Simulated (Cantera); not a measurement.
# Iron carbonyl, mercury and lead vapours: PbO + H2 + N2

A closed system holds: 1 mol PbO, 0.42 mol H2, 0.49 mol N2, at 0.180 bar.

Equilibrium computed with Cantera from the NASA thermochemical tables; the gas is ideal and each condensed phase is pure. Candidate condensed phases: H2O, Pb, PbO, PbO2, Pb3O4; 27 gas species. Each liquid is taken as pure. Mutual solubility and eutectic melting of coexisting phases are not modelled. Gases not in the tables: (PbO)n polymers. The numbers say what is thermodynamically allowed, not how fast it happens.

At 400 °C the condensed part is Pb(l) + PbO(red). From 550 °C to 850 °C the condensed part is Pb(l) + PbO(yellow). From 1000 °C to 1300 °C the condensed part is Pb(l) + PbO(l).

```
T (°C)   x N2  x H2O     x Pb    x PbO      x H2     x Pb2  n Pb(l)  n PbO(red)  n PbO(yellow)  n PbO(l)
------  -----  -----  -------  -------  --------  --------  -------  ----------  -------------  --------
400     0.538  0.462  1.70e-9   <1e-12   1.42e-5    <1e-12    0.420       0.580              0         0
550     0.538  0.462  7.46e-7  1.26e-9   3.26e-5    <1e-12    0.420           0          0.580         0
700     0.538  0.461  4.86e-5  6.72e-7   6.15e-5  1.01e-10    0.420           0          0.580         0
850     0.538  0.461  0.00102  6.36e-5  0.000102   1.63e-8    0.419           0          0.580         0
1000    0.532  0.456   0.0102  0.00155  0.000196   7.65e-7    0.410           0              0     0.579
1150    0.496  0.424   0.0623   0.0174  0.000340   1.55e-5    0.358           0              0     0.563
1300    0.331  0.283    0.267    0.118  0.000386  0.000174   0.0240           0              0     0.405
```
x: gas mole fraction; n: condensed amount in mol.
